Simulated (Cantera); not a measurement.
An isothermal, constant-pressure homogeneous reactor starts with H2 : O2 : N2 = 0.19 : 1 : 0.55 (molar parts), equivalence ratio 0.095, at 1325 K and 0.0267 bar.

Detailed kinetics in Cantera: GRI-Mech 3.0 (53 species, 325 reactions). Radical loss at walls, strong at low pressure, is not modelled. The temperature is held fixed by assumption; the heat of reaction is taken as removed at once.

x: mole fraction; the columns are a selection and need not sum to one.

```csv
t (s),x H2,x O2,x NO,x H,x OH,x N2O,x HO2
3.00e-5,0.109,0.575,<1e-12,2.57e-8,1.11e-8,<1e-12,2.94e-8
8.22e-5,0.109,0.575,<1e-12,1.41e-7,8.41e-8,<1e-12,8.07e-8
0.000225,0.109,0.575,<1e-12,7.35e-6,4.65e-6,<1e-12,2.47e-7
0.000616,0.0254,0.522,?,0.0299,0.0120,5.47e-10,6.00e-6
0.00169,0.00424,0.506,?,0.0259,0.00820,5.07e-9,6.22e-6
0.00462,0.00332,0.518,?,0.0167,0.00733,6.34e-9,6.24e-6
0.0127,0.00166,0.535,2.21e-6,0.00542,0.00525,8.74e-9,5.62e-6
0.0346,0.000391,0.546,2.40e-6,0.000588,0.00256,1.38e-8,3.29e-6
0.0949,5.89e-5,0.549,2.42e-6,3.41e-5,0.000999,1.91e-8,9.97e-7
0.260,9.80e-6,0.550,2.42e-6,2.34e-6,0.000410,2.21e-8,2.33e-7
0.711,2.11e-6,0.550,2.42e-6,2.35e-7,0.000191,2.28e-8,6.70e-8
1.95,5.66e-7,0.550,2.42e-6,3.31e-8,9.91e-5,2.10e-8,3.56e-8
5.33,2.01e-7,0.550,2.42e-6,7.05e-9,5.92e-5,1.54e-8,3.73e-8
14.6,1.32e-7,0.550,2.42e-6,3.74e-9,4.79e-5,7.26e-9,4.20e-8
40.0,1.29e-7,0.550,2.42e-6,3.62e-9,4.73e-5,3.55e-9,4.23e-8
```

Problem. Fill in the missing entries.

Solution. 
- 0.000616, x NO: 1.81e-8
- 0.00169, x NO: 5.24e-7
- 0.00462, x NO: 1.43e-6
